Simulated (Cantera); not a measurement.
Gas mixture: 100 % N2O, at 1.00 atm, frozen composition.

Cantera's kinetic-theory transport with the Lennard-Jones parameters of GRI-Mech 3.0, ideal gas; thermal conductivity in the multicomponent form. The composition is frozen, though it would react at the higher temperatures.

One state of this run: ρ (kg/m³) = 0.466; cp (J/kg/K) = 1285; μ (µPa s) = 44.1; λ (mW/m/K) = 76.8; Pr = 0.738; D (cm²/s) H2O = 2.09; D (cm²/s) CH4 = 1.83; D (cm²/s) C2H2 = 1.37. D: mixture-averaged diffusion coefficient of that species in the mixture.

Question: Which value of T (K) does it belong to?
A) 850
B) 1000
C) 400
D) 1150

Answer: D, 1150
